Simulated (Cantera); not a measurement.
What does this Cantera script print?

```python
import numpy as np
import cantera as ct

gas_names = """
    C CN CO CO2 C2 CCN CNC C2N2 C2O C3 C3O2 C4 C4N2 C5 Cu CuO Cu2 N NCO NO NO2 NO3 N2 N2O O O2 O3
""".split()
cond_names = """
    C(gr) Cu(cr) Cu(L) CuO(s) Cu2O(s) Cu2O(L)
""".split()


def load(file, names, dense=False):
    # The tables refer to 1 bar. Condensed volumes are neglected.
    table = {s.name: s for s in ct.Species.list_from_file(file)}
    out = []
    for n in names:
        d = dict(table[n].input_data)
        d["thermo"] = dict(d["thermo"], **{"reference-pressure": 1e5})
        if dense:
            d["equation-of-state"] = {"model": "constant-volume", "density": "1e6 g/cm^3"}
        out.append(ct.Species.from_dict(d))
    return out


gas = ct.Solution(thermo="ideal-gas", species=load("nasa_gas.yaml", gas_names))
cond = {s.name: ct.Solution(thermo="fixed-stoichiometry", species=[s], name=s.name)
        for s in load("nasa_condensed.yaml", cond_names, dense=True)}
atoms = {
    'Cu2O': {'Cu': 2, 'O': 1},
    'CO': {'C': 1, 'O': 1},
    'N2': {'N': 2},
}
top_T = {'C(gr)': 4500, 'CuO(s)': 1390}  # K; cautious upper limits of use, not melting points


def equilibrate(T, P, feed):
    n = {}
    for name, mol in feed.items():
        for a, k in atoms[name].items():
            n[a] = n.get(a, 0.0) + k * mol
    gas.TPX = T, P, n
    mass = sum(n.values()) * gas.mean_molecular_weight
    gas.equilibrate("TP")
    valid = [c for c in cond.values() if c.min_temp <= T <= top_T.get(c.name, c.max_temp)]
    mix = ct.Mixture([(gas, mass / gas.mean_molecular_weight)] + [(c, 0.0) for c in valid])
    mix.T, mix.P = T, P
    mix.equilibrate("TP", solver="vcs", rtol=1e-11, max_steps=5000)
    return mix


results = []
feed = {'Cu2O': 1, 'CO': 5, 'N2': 5.7}  # mol
T = 1025  # K
for P in [10, 100, 1000, 10000, 100000, 1000000]:
    mix = equilibrate(T, P, feed)
    results.append((T, P, feed, dict(zip(mix.species_names, mix.species_moles))))

top = {s: max(r[3][s] / sum(r[3][g] for g in gas_names) for r in results) for s in gas_names}
cols = sorted((s for s in top if top[s] > 0.001), key=lambda s: -top[s])[:9]
seen = [c for c in cond_names if any(r[3].get(c, 0) > 1e-12 for r in results)]
print("log10 of partial pressures in bar; condensed amounts in mol")
print(f"{'P/Pa':>10s}" + "".join(f"{s[:9]:>10s}" for s in cols + seen))
for T, P, feed, n in results:
    ng = sum(n[g] for g in gas_names)
    print(f"{P:10.4g}" + "".join(f"{np.log10(max(n[s] / ng * P / 1e5, 1e-99)):10.3f}" for s in cols)
          + "".join(f"{n.get(c, 0):10.4g}" for c in seen))
```

Result:

```
log10 of partial pressures in bar; condensed amounts in mol
      P/Pa        N2        CO       CO2     C(gr)    Cu(cr)
        10    -4.274    -4.427    -5.029         0         2
       100    -3.274    -3.427    -4.029         0         2
      1000    -2.274    -2.427    -3.029         0         2
     1e+04    -1.274    -1.427    -2.029         0         2
     1e+05    -0.274    -0.427    -1.029         0         2
     1e+06     0.762     0.368     0.274    0.8494         2
```

Method: chemical equilibrium by Gibbs-energy minimisation in Cantera with the NASA 1993 tables (ideal gas, pure condensed phases).
